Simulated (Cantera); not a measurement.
A freely propagating, adiabatic, planar premixed flame of H2 : O2 : N2 = 1 : 0.556 : 2.09 (molar parts), unburnt at 325 K and 1.68 atm; mixture-averaged transport, grid criteria slope 0.08 and curve 0.16, no radiation.

Computed with Cantera and the H2/O2 subset of GRI-Mech 3.0, which has no nitrogen chemistry. Burning velocities carry a grid error of a few per cent, more on coarse grids.

Problem. How do the results move with these cheaper or finer settings: unity-Lewis-number transport; multicomponent transport; multicomponent+Soret transport; grid criteria slope 0.5, curve 1; grid criteria slope 0.25, curve 0.5; grid criteria slope 0.03, curve 0.06?

Solution. 
| setting | laminar burning velocity | thermal thickness | peak x(O) | peak x(OH) | grid points |
|---|---|---|---|---|---|
| as above | 222 cm/s | 0.181 mm | 0.00882 | 0.0142 | 113 |
| unity-Lewis-number transport | 178 cm/s | 0.159 mm | 0.0100 | 0.0149 | 109 |
| multicomponent transport | 219 cm/s | 0.178 mm | 0.00879 | 0.0142 | 113 |
| multicomponent+Soret transport | 196 cm/s | 0.176 mm | 0.00852 | 0.0139 | 113 |
| grid criteria slope 0.5, curve 1 | 237 cm/s | 0.212 mm | 0.00948 | 0.0144 | 40 |
| grid criteria slope 0.25, curve 0.5 | 224 cm/s | 0.192 mm | 0.00879 | 0.0141 | 54 |
| grid criteria slope 0.03, curve 0.06 | 221 cm/s | 0.178 mm | 0.00876 | 0.0142 | 241 |
Unity Lewis numbers drop preferential diffusion, which matters most where H2 and H carry the flame; Soret adds thermal diffusion.
